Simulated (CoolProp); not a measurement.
CF4 (R14) along the isotherm 103.75 °C: fugacity coefficient from the reference equation and from simpler models built on Tc = -45.8 °C, pc = 37.62 bar, ω = 0.178; each cubic takes its own stable root.

Model: reference Helmholtz-energy equation of state, Platzer 1990, in CoolProp. This equation is an older, rougher fit; its heat capacities, sound speeds and derivatives of the liquid may be far off and weren't checked against measurements.

| p (bar) | phase | reference | van der Waals | Peng-Robinson |
|---|---|---|---|---|
| 17.1 | gas | 0.9779 | 0.9651 | 0.9723 |
| 34.2 | gas | ___ | 0.9315 | 0.9472 |
| 51.3 | supercritical | 0.9379 | 0.8994 | 0.9246 |
| 68.4 | supercritical | 0.9201 | 0.8692 | 0.9044 |
| 85.5 | supercritical | 0.9040 | 0.8412 | 0.8866 |
| 103 | supercritical | 0.8892 | 0.8153 | ___ |
| 120 | supercritical | 0.8766 | 0.7932 | 0.8574 |
| 137 | supercritical | 0.8658 | 0.7744 | 0.8461 |
| 154 | supercritical | ___ | ___ | 0.8366 |
| 171 | supercritical | 0.8496 | 0.7465 | 0.8287 |
| 188 | supercritical | ___ | 0.7370 | ___ |

Problem. Complete the blanks.

Solution. 
- 34.2, reference: 0.9572
- 103, Peng-Robinson: 0.8707
- 154, reference: 0.8568
- 154, van der Waals: 0.7589
- 188, reference: 0.8441
- 188, Peng-Robinson: 0.8224
